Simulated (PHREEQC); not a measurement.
Solution (93 °C and 10 atm): 0.07 mol Cu(NO3)2 and 0.00068 mol Na2SO4 per kg of water. Closed to the air; pH follows from the charge balance.

Equilibrium calculation in PHREEQC: ion-association model, phreeqc.dat.

| quantity | before | after |
|---|---|---|
| pH | 3.55 | 3.93 |
| CuSO4 (mol/kgw) | 0.000377 | 5.95e-5 |
| SO4-2 (mol/kgw) | 0.000287 | 7.37e-5 |
| Cu2(OH)2+2 (mol/kgw) | 0.000190 | 7.10e-5 |
| HSO4- (mol/kgw) | 1.59e-5 | 2.71e-6 |
| CuOH+ (mol/kgw) | 9.90e-7 | 6.61e-7 |

Question: What was changed between the two runs?
A. diluted 5-fold with water
B. Na2SO4 replaced by MnSO4 at the same molality
C. temperature from 93 to 20 °C
D. Na2SO4 from 0.00068 to 0.000136 mol/kgw

Answer: A, diluted 5-fold with water

Precipitation was switched off in this run. At this temperature some constants are extrapolated from 25 °C, and those without enthalpy data are left unchanged.
